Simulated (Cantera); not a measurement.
An adiabatic, constant-volume homogeneous reactor starts with C3H8 : O2 : N2 = 1 : 9.26 : 34.8 (molar parts), equivalence ratio 0.54, at 1450 K and 1400000 Pa.

Computed with Cantera and GRI-Mech 3.0 (53 species, 325 reactions). GRI-Mech 3.0 was tuned for natural gas; its chemistry of propane as a main component is partial and can be far from experiment. The pressure lies above the range GRI-Mech 3.0 was tuned for (to about 10 atm).

Problem. Predict: time of steepest temperature rise; temperature at 4.00 s; equilibrium temperature; x(O2) at 4.00 s; x(H2O) at 4.00 s.

Solution. 
| Item | Value |
|---|---|
| time of steepest temperature rise | 27.2 µs |
| temperature at 4.00 s | 2731 K |
| equilibrium temperature | 2731 K |
| x(O2) at 4.00 s | 0.0813 (gas-phase equilibrium 0.0813) |
| x(H2O) at 4.00 s | 0.0808 (gas-phase equilibrium 0.0808) |
